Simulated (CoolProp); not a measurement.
Properties of octamethylcyclotetrasiloxane (D4) at several states.

Model: reference Helmholtz-energy equation of state, Thol 2015, in CoolProp.

```csv
T (K),p (bar),phase,density (kg/m³),cp (kJ/(kg K)),speed of sound (m/s),Joule-Thomson coefficient (K/MPa)
419.5,78.4,liquid,831.0,1.899,638.8,-0.2839
463,0.596,gas,4.778,1.721,110.5,18.89
576.9,77.4,liquid,646.8,2.214,343.7,0.09264
```
